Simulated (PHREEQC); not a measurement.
1.6 g of hydrous ferric oxide (600 m²/g; 0.2 weak and 0.005 strong sites per Fe, Dzombak-Morel constants, diffuse double layer) in 1 kg of water with 0.05 mol/kgw of an inert sodium salt, at 25 °C; the pH is set by adding NaOH or the inert anion's acid. Oxygen is held at 0.21 atm. The system is closed to CO2. Nothing may precipitate in this run.

All values are PHREEQC results (ion-association model, wateq4f.dat), not measurements.

Predict surface charge σ (C/m²), surface potential ψ (mV) at pH = 4.38, 6.25, 7, 10.


```json
[
 {"pH": "4.38", "surface charge σ (C/m²)": "0.253", "surface potential ψ (mV)": "152"},
 {"pH": "6.25", "surface charge σ (C/m²)": "0.072", "surface potential ψ (mV)": "89"},
 {"pH": "7", "surface charge σ (C/m²)": "0.034", "surface potential ψ (mV)": "56"},
 {"pH": "10", "surface charge σ (C/m²)": "-0.074", "surface potential ψ (mV)": "-90"}
]
```

Species that the database lacks are ignored.
